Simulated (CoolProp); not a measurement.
Vapour-liquid equilibrium of CHF3 (R23) (1) + CH2F2 (R32) (2) at 196.4 K; x and y are mole fractions of (1).

Model: multi-fluid Helmholtz-energy mixture model, Penoncello 2003 and Tillner-Roth 1997; pair parameters Bell 2016, in CoolProp.

```json
[
 {"x": "0.05", "bubble pressure (kPa)": "29.13", "y at the bubble point": "0.237", "dew pressure at overall composition x (kPa)": "24.34", "liquid density (mol/L)": "24.37"},
 {"x": "0.2", "bubble pressure (kPa)": "46.55", "y at the bubble point": "0.593", "dew pressure at overall composition x (kPa)": "28.05", "liquid density (mol/L)": "23.70"},
 {"x": "0.35", "bubble pressure (kPa)": "63.75", "y at the bubble point": "0.755", "dew pressure at overall composition x (kPa)": "33.08", "liquid density (mol/L)": "23.04"},
 {"x": "0.5", "bubble pressure (kPa)": "80.63", "y at the bubble point": "0.848", "dew pressure at overall composition x (kPa)": "40.29", "liquid density (mol/L)": "22.41"},
 {"x": "0.65", "bubble pressure (kPa)": "97.24", "y at the bubble point": "0.909", "dew pressure at overall composition x (kPa)": "51.47", "liquid density (mol/L)": "21.78"},
 {"x": "0.8", "bubble pressure (kPa)": "113.7", "y at the bubble point": "0.954", "dew pressure at overall composition x (kPa)": "71.01", "liquid density (mol/L)": "21.17"},
 {"x": "0.95", "bubble pressure (kPa)": "130.4", "y at the bubble point": "0.990", "dew pressure at overall composition x (kPa)": "112.0", "liquid density (mol/L)": "20.56"}
]
```

No azeotrope shows between x = 0.05 and 0.95.

The pair parameters rest on a limited set of measurements; away from them the model extrapolates.
